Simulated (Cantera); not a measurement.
What does this Cantera script print?

```python
import numpy as np
import cantera as ct

gas_names = """
    B BCL BCL2 BCL3 BH BH2 BH3 BO BOCL BO2 B2 B2O B2O2 B2O3 B3O3CL3 B3O3H3 CL CLO CL2 H HBO HBO2 HCL
    HOCL HO2 H2 H2O H2O2 H3B3O6 O OH O2 O3
""".split()
cond_names = """
    B(b) B(L) B2O3(L) B3O3H3(cr) H2O(s) H2O(L)
""".split()


# ... load() reads the species with a 1 bar reference pressure and builds the phases ...
atoms = {
    'BCl3': {'B': 1, 'CL': 3},
    'H2O': {'H': 2, 'O': 1},
    'H2': {'H': 2},
}
top_T = {}  # K; cautious upper limits of use, not melting points


# ... equilibrate(T, P, feed) seeds the gas with the atoms and calls Mixture.equilibrate('TP', solver="vcs", rtol=1e-11, max_steps=5000) ...
results = []
feed = {'BCl3': 1, 'H2O': 0.42, 'H2': 3.6}  # mol
T = 1073.15  # K
P = 1000  # Pa
mix = equilibrate(T, P, feed)
results.append((T, P, feed, dict(zip(mix.species_names, mix.species_moles))))
x = sorted(zip(gas.X, gas.species_names), reverse=True)
print(f"T = {T:g} K  P = {P:g} Pa  gas = {mix.phase_moles(0):.4g} mol")
print("   x: " + "  ".join(f"{s} {v:.3e}" for v, s in x if v > 1e-06))
print("   condensed (mol): " + ("  ".join(f"{mix.phase(i).name} {mix.phase_moles(i):.4g}"
      for i in range(1, mix.n_phases) if mix.phase_moles(i) > 1e-12) or "none"))
```

Output:

```
T = 1073.15 K  P = 1000 Pa  gas = 5.16 mol
   x: H2 6.965e-01  HCL 1.639e-01  BCL3 1.125e-01  B3O3CL3 2.660e-02  B3O3H3 3.590e-04  HBO 4.158e-05  BOCL 2.414e-05  BCL2 6.772e-06
   condensed (mol): B2O3(L) 0.0007574
```

Cantera equilibrium calculation (NASA polynomials, part measured and part estimated; ideal gas, pure solids and liquids). The tables' values for BOCl are old estimates; treat these amounts as uncertain. Gases not in the tables: BHCl2.
